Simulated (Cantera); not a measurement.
Feed: 1 mol TEOS, 4.9 mol O₃, 0.3 mol H₂, at 285 Torr.

Points: T (K) = 700, 750, 800, 850, 900, 950, 1000, 1050.

Cantera's Mixture.equilibrate('TP', solver="vcs", rtol=1e-11, max_steps=5000) on the NASA tables stopped like this:

```
ERROR: FAILURE its = 5001!

*******************************************************************************
CanteraError thrown by MultiPhase::equilibrate:
VCS solver failed. Return code: -1
*******************************************************************************
```

Problem. What got this run through?

Solution. One answer among several that fit: The failure is numerical, not chemical. The same input converged with solver="gibbs", rtol=1e-10, max_steps=50000, and the result passed a check of the equilibrium conditions:
```
log10 of partial pressures in bar; condensed amounts in mol
       T/K       H2O       CO2        H2        CO       CH4     C(gr) SiO2(Lqz) SiO2(hqz)
       700    -0.831    -0.859    -1.230    -2.232    -1.531     1.258         1         0
       750    -0.919    -0.867    -1.071    -1.806    -1.638    0.8568         1         0
       800    -1.036    -0.899    -0.959    -1.447    -1.789     0.171         1         0
       850    -1.085    -0.959    -0.898    -1.257    -2.225         0         0         1
       900    -1.077    -1.003    -0.889    -1.177    -2.889         0         0         1
       950    -1.054    -1.033    -0.902    -1.135    -3.593         0         0         1
      1000    -1.030    -1.058    -0.919    -1.104    -4.254         0         0         1
      1050    -1.009    -1.082    -0.936    -1.079    -4.860         0         0         1
```

The gas is ideal and each condensed phase is pure. The feed counts by its element totals alone.
